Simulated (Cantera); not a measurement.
An isothermal, constant-pressure homogeneous reactor starts with 13.5 % H2, 16.3 % O2, 70.1 % N2, equivalence ratio 0.41, at 950 K and 44000 Pa.

Detailed kinetics in Cantera: the H2/O2 subset of GRI-Mech 3.0, which has no nitrogen chemistry. The temperature is held fixed by assumption; the heat of reaction is taken as removed at once.

One state of this run: x H2 = 0.000813; x O2 = 0.103; x H2O2 = 1.35e-5; x HO2 = 8.18e-6; x OH = 3.91e-7. x: mole fraction; the columns are a selection and need not sum to one.

Question: Which value of t (s) does it belong to?
(A) 0.000300
(B) 0.0548
(C) 0.00405
(D) 0.740

Answer: D, 0.740
